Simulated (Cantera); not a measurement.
What does this Cantera script print?

```python
import numpy as np
import cantera as ct

gas_names = [...]  # 105 gases of nasa_gas.yaml made of C, H, N, Si
cond_names = """
    C(gr) C6H6(L) C7H8(L) C8H18(L),n-octa Si(cr) Si(L) SiC(b) Si3N4(a)
""".split()


# ... load() reads the species with a 1 bar reference pressure and builds the phases ...
atoms = {
    'Si3N4': {'Si': 3, 'N': 4},
    'Si': {'Si': 1},
    'H2': {'H': 2},
    'C': {'C': 1},
}
top_T = {'C(gr)': 4500, 'SiC(b)': 3050, 'Si3N4(a)': 2400}  # K; cautious upper limits of use, not melting points


# ... equilibrate(T, P, feed) seeds the gas with the atoms and calls Mixture.equilibrate('TP', solver="vcs", rtol=1e-11, max_steps=5000) ...
results = []
feed = {'Si3N4': 1, 'Si': 0.065, 'H2': 0.51, 'C': 0.2}  # mol
P = 10000  # Pa
for T in [2250, 2275, 2300, 2325, 2350, 2375, 2400, 2425, 2450, 2475, 2500, 2525, 2550, 2575]:
    mix = equilibrate(T, P, feed)
    results.append((T, P, feed, dict(zip(mix.species_names, mix.species_moles))))

top = {s: max(r[3][s] / sum(r[3][g] for g in gas_names) for r in results) for s in gas_names}
cols = sorted((s for s in top if top[s] > 0.0001), key=lambda s: -top[s])[:9]
seen = [c for c in cond_names if any(r[3].get(c, 0) > 1e-12 for r in results)]
print("log10 of partial pressures in bar; condensed amounts in mol")
print(f"{'T/K':>10s}" + "".join(f"{s[:9]:>10s}" for s in cols + seen))
for T, P, feed, n in results:
    ng = sum(n[g] for g in gas_names)
    print(f"{T:10.4g}" + "".join(f"{np.log10(max(n[s] / ng * P / 1e5, 1e-99)):10.3f}" for s in cols)
          + "".join(f"{n.get(c, 0):10.4g}" for c in seen))
```

It prints:

```
log10 of partial pressures in bar; condensed amounts in mol
       T/K        N2        H2        Si         H      Si2C       HCN       Si2       SiH      SiC2     Si(L)    SiC(b)
      2250    -1.105    -1.711    -3.227    -2.985    -4.387    -3.765    -4.981    -4.479    -5.974      2.85    0.1941
      2275    -1.106    -1.715    -3.128    -2.928    -4.252    -3.702    -4.862    -4.401    -5.773     2.846    0.1929
      2300    -1.107    -1.718    -3.031    -2.873    -4.121    -3.642    -4.745    -4.325    -5.576      2.84    0.1915
      2325    -1.109    -1.722    -2.936    -2.820    -3.992    -3.583    -4.631    -4.251    -5.384     2.834    0.1897
      2350    -1.111    -1.727    -2.842    -2.768    -3.867    -3.526    -4.519    -4.179    -5.196     2.825    0.1876
      2375    -1.114    -1.733    -2.751    -2.717    -3.744    -3.471    -4.410    -4.109    -5.013     2.815     0.185
      2400    -1.117    -1.739    -2.662    -2.668    -3.624    -3.418    -4.303    -4.041    -4.833     2.802    0.1817
      2425    -1.120    -1.747    -2.575    -2.621    -3.506    -3.367    -4.198    -3.975    -4.657     2.787    0.1778
      2450    -1.124    -1.755    -2.489    -2.575    -3.391    -3.318    -4.096    -3.911    -4.485     2.768    0.1728
      2475    -1.129    -1.765    -2.406    -2.530    -3.278    -3.271    -3.995    -3.850    -4.316     2.744    0.1667
      2500    -1.135    -1.776    -2.324    -2.488    -3.168    -3.226    -3.897    -3.790    -4.151     2.715     0.159
      2525    -1.142    -1.790    -2.243    -2.447    -3.060    -3.184    -3.801    -3.732    -3.989      2.68    0.1492
      2550    -1.151    -1.805    -2.164    -2.408    -2.954    -3.145    -3.707    -3.677    -3.830     2.636    0.1367
      2575    -1.161    -1.822    -2.087    -2.372    -2.850    -3.109    -3.614    -3.624    -3.675     2.583    0.1206
```

Method: chemical equilibrium by Gibbs-energy minimisation in Cantera with the NASA 1993 tables (ideal gas, pure condensed phases). Mutual solubility and eutectic melting of coexisting phases are not modelled. The tables' values for SiN are old estimates; treat these amounts as uncertain. Gases not in the tables: Si2H6 and higher silanes.
